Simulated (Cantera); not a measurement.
An isothermal, constant-pressure homogeneous reactor starts with NO : N2 = 1 : 0.34 (molar parts), at 1500 K and 0.0267 bar. Integrator tolerance rtol = 1e-08.

Model: GRI-Mech 3.0 (53 species, 325 reactions), integrated in Cantera. Radical loss at walls, strong at low pressure, is not modelled.

```
quantity                                            before                                     after
----------------  ----------------------------------------  ----------------------------------------
x(NO) at 70.0 s      0.727 (gas-phase equilibrium 0.00146)     0.664 (gas-phase equilibrium 0.00256)
x(N2O) at 70.0 s  0.000163 (gas-phase equilibrium 1.30e-8)  0.000140 (gas-phase equilibrium 2.21e-8)
x(N2) at 70.0 s        0.263 (gas-phase equilibrium 0.626)       0.295 (gas-phase equilibrium 0.626)
x(O2) at 70.0 s      0.00931 (gas-phase equilibrium 0.372)      0.0411 (gas-phase equilibrium 0.372)
x(NO2) at 70.0 s  0.000133 (gas-phase equilibrium 1.69e-6)  0.000172 (gas-phase equilibrium 2.09e-6)
x(O) at 70.0 s     3.46e-6 (gas-phase equilibrium 1.53e-5)   2.84e-5 (gas-phase equilibrium 7.31e-5)
```

**Question.** What was changed between the two runs?
(A) temperature 1500 to 1625 K
(B) temperature 1500 to 1725 K
(C) pressure from 0.0267 bar to 1.01 bar
(D) pressure from 0.0267 bar to 1.40 bar

**Answer.** A, temperature 1500 to 1625 K
